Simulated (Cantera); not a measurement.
A closed system holds: 1 mol Fe3O4, 4.3 mol H2, 2 mol H2O, held at 1050 K and 1.00 bar.

Equilibrium computed with Cantera from the NASA thermochemical tables; the gas is ideal and each condensed phase is pure. Candidate condensed phases: Fe, FeO, Fe(OH)2, Fe(OH)3, Fe2O3, Fe3O4, H2O; 12 gas species. The tables' stoichiometric FeO is somewhat more stable than real wüstite, so its field is too wide. FeO: taken at fixed stoichiometry. Rates play no part.

Base state: H2 0.524, H2O 0.476 (mole fractions); condensed: FeO(s).

What changes in the equilibrium state with this change: Fe3O4 replaced by V2O5?


```
species       before  after
------------  ------  -----
H2O            0.476  0.635
H2             0.524  0.365
FeO(s), mol     3.00      0
V2O3(s), mol       0   1.00
```
Condensed phases not in the tables: the oxides between V2O3 and V2O5 other than VO2. Further candidate phases: V, VO, V2O3, V2O4, V2O5.
